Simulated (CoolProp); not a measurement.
Hydrogen chloride along the isobar 235 bar: density (kg/m³) from the reference equation and from simpler models built on Tc = 324.7 K, pc = 83.14 bar, ω = 0.130; each cubic takes its own stable root.

Computed with CoolProp (reference Helmholtz-energy equation of state, Thol 2018).

```
T (K)          phase  reference  van der Waals  Redlich-Kwong  Soave-Redlich-Kwong  Peng-Robinson
-----  -------------  ---------  -------------  -------------  -------------------  -------------
262.6         liquid       1034          650.5          891.6                902.6           1016
295.4         liquid      938.5          606.7          798.3                806.0          904.1
328.2  supercritical      823.6          557.4          691.2                689.9          767.0
360.9  supercritical      677.7          501.7          571.1                554.9          606.5
393.7  supercritical      506.2          439.3          451.4                424.4          455.8
426.5  supercritical      375.6          375.1          359.4                334.1          355.3
459.2  supercritical      303.6          319.1          299.2                278.6          294.3
492    supercritical      260.1          275.9          258.8                241.9          254.2
```
